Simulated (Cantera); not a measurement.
Cantera run, input and output.

```python
import numpy as np
import cantera as ct

gas = ct.Solution("gri30.yaml")


def delay(T, t_max=10):
    gas.TPX = T, 100000, {'CO': 1, 'H2': 0.059, 'CH4': 0.05, 'O2': 0.393, 'N2': 1.48}
    reactor = ct.IdealGasConstPressureReactor(gas, clone=False)
    net = ct.ReactorNet([reactor])
    net.rtol, net.atol = 1e-8, 1e-16
    while net.time < t_max:
        t_old, T_old = net.time, reactor.T
        net.step()
        if reactor.T > T + 400:  # ignition: a rise of 400 K
            return t_old + (T + 400 - T_old) / (reactor.T - T_old) * (net.time - t_old)
    return np.nan


taus = []
for T in [1400, 1475, 1550, 1625, 1700]:
    taus.append(delay(T))
    print(f"T0 = {T:6g} K   tau = {taus[-1]:.4e} s")

# d ln(tau) / d ln(k), from doubling and halving each rate constant
T, sens = 1400, []
for i in range(gas.n_reactions):
    gas.set_multiplier(2.0, i)
    up = delay(T)
    gas.set_multiplier(0.5, i)
    down = delay(T)
    gas.set_multiplier(1.0, i)
    sens.append((np.log(up / down) / np.log(4.0), gas.reaction(i).equation))
sens.sort(key=lambda x: -abs(x[0]))
print(f"sensitivities at {T} K")
for s, eq in sens[:10]:
    print(f"{s:8.3f}  {eq}")
```

It prints:

```
T0 =   1400 K   tau = 9.8173e-05 s
T0 =   1475 K   tau = 7.7089e-05 s
T0 =   1550 K   tau = 6.3542e-05 s
T0 =   1625 K   tau = 5.4612e-05 s
T0 =   1700 K   tau = 4.8884e-05 s
sensitivities at 1400 K
  -0.974  H + O2 <=> O + OH
   0.384  CH4 + H <=> CH3 + H2
   0.312  CH4 + OH <=> CH3 + H2O
  -0.309  CO + OH <=> CO2 + H
  -0.266  H2 + O <=> H + OH
  -0.131  H2 + OH <=> H + H2O
  -0.065  CO + O2 <=> CO2 + O
   0.047  CH3 + H (+M) <=> CH4 (+M)
   0.041  CH4 + O <=> CH3 + OH
  -0.032  CH3 + OH <=> CH2(S) + H2O
```

Computed with Cantera and GRI-Mech 3.0 (53 species, 325 reactions). Where the delays flatten at high temperature, the 400 K rule measures the pace of heat release, not the induction time.
